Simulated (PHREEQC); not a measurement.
2.9 g of hydrous ferric oxide (600 m²/g; 0.2 weak and 0.005 strong sites per Fe, Dzombak-Morel constants, diffuse double layer) in 1 kg of water with 0.005 mol/kgw of an inert sodium salt and 0.0001 mol PbCl2 and 0.016 mol ZnSO4, at 25 °C; the pH is set by adding NaOH or the inert anion's acid. Oxygen is held at 0.21 atm. No CO2 enters from the air. Precipitation was switched off in this run.

Model: ion-association model, wateq4f.dat, run in PHREEQC.

```tsv
pH	Pb sorbed (%)	S sorbed (%)	Zn sorbed (%)	surface charge σ (C/m²)	surface potential ψ (mV)
3	7.8	18.9	0.0	0.034	56
3.5	39.4	18.9	0.0	0.034	56
4	78.2	18.9	0.1	0.033	56
4.5	91.3	…	0.4	0.033	55
5	93.7	17.9	…	0.032	54
5.5	96.2	16.4	5.2	0.030	53
6	98.1	14.1	16.8	0.031	56
6.5	98.6	12.4	25.0	0.038	64
7	98.7	11.7	27.7	0.047	…
7.5	98.6	11.2	28.7	0.058	83
8	98.4	10.5	29.2	0.069	91
8.5	…	9.3	29.1	…	96
9	98.3	7.1	27.8	0.073	92
```

**Question.** Fill in the missing entries.

**Answer.** 
- 4.5, S sorbed (%): 18.6
- 5, Zn sorbed (%): 1.0
- 7, surface potential ψ (mV): 74
- 8.5, Pb sorbed (%): 98.0
- 8.5, surface charge σ (C/m²): 0.077

Along this series the solution becomes supersaturated in solids that the run did not let form, among them Zn(OH)2-e, Zn4(OH)6SO4, Zn5(OH)8Cl2, Anglesite, Larnakite. Complexes and solids missing from the database can't appear. The oxide is taken as insoluble; below pH 4 it would dissolve.
